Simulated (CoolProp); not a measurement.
Octamethyltrisiloxane (MDM) at several states: density (kg/m³) from the reference equation and from simpler models built on Tc = 292.2 °C, pc = 1438 kPa, ω = 0.528; each cubic takes its own stable root.

Model: reference Helmholtz-energy equation of state, Thol 2017, in CoolProp.

```
T (°C)  p (kPa)          phase  reference
------  -------  -------------  ---------
279.25     33.6            gas      1.745
68.85       941         liquid      772.2
301.05     2000  supercritical      396.5
168.75     3350         liquid      670.1
```

Question: How far does each simpler model (van der Waals, Soave-Redlich-Kwong, Peng-Robinson) lie from the reference over these 4 states: mean and median of the absolute difference, and the worst?

Answer: 
- van der Waals: mean 26.4 %, median 32.0 %, worst -41.6 % at 68.85 °C and 941 kPa
- Soave-Redlich-Kwong: mean 8.6 %, median 8.4 %, worst -17.6 % at 301.05 °C and 2000 kPa
- Peng-Robinson: mean 4.0 %, median 3.2 %, worst -9.5 % at 301.05 °C and 2000 kPa
